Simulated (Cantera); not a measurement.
An adiabatic, constant-pressure homogeneous reactor starts with CO : H2 : O2 : N2 : H2O = 1 : 1.1 : 1.36 : 5.32 : 1.3 (molar parts), at 1425 K and 19.0 bar. Integrator tolerance rtol = 1e-08.

Detailed kinetics in Cantera: GRI-Mech 3.0 (53 species, 325 reactions). The hydrogen kinetics of GRI-Mech 3.0 are dated; newer H2 mechanisms differ, most at raised pressure. The pressure lies above the range GRI-Mech 3.0 was tuned for (to about 10 atm).

```
quantity                                                            before                                    after
---------------------------------  ---------------------------------------  ---------------------------------------
time of steepest temperature rise                                  6.95 µs                                  5.55 µs
temperature at 0.500 s                                              2679 K                                   2715 K
equilibrium temperature                                             2679 K                                   2715 K
x(CO) at 0.500 s                     0.0111 (gas-phase equilibrium 0.0111)    0.0131 (gas-phase equilibrium 0.0131)
x(H2) at 0.500 s                   0.00429 (gas-phase equilibrium 0.00429)  0.00439 (gas-phase equilibrium 0.00439)
x(O2) at 0.500 s                     0.0329 (gas-phase equilibrium 0.0329)    0.0343 (gas-phase equilibrium 0.0343)
x(N2O) at 0.500 s                  2.18e-6 (gas-phase equilibrium 2.18e-6)  2.43e-6 (gas-phase equilibrium 2.43e-6)
x(HO2) at 0.500 s                  1.82e-5 (gas-phase equilibrium 1.82e-5)  1.93e-5 (gas-phase equilibrium 1.93e-5)
x(H2O) at 0.500 s                      0.252 (gas-phase equilibrium 0.252)      0.226 (gas-phase equilibrium 0.226)
x(NO2) at 0.500 s                  1.35e-5 (gas-phase equilibrium 1.35e-5)  1.46e-5 (gas-phase equilibrium 1.46e-5)
```

**Question.** Name the change that produced these shifts.
(A) H2 1.1 to 1.8 parts
(B) pressure from 19.0 bar to 1.01 bar
(C) pressure from 19.0 bar to 0.260 bar
(D) H2O 1.3 to 1 parts

**Answer.** D, H2O 1.3 to 1 parts
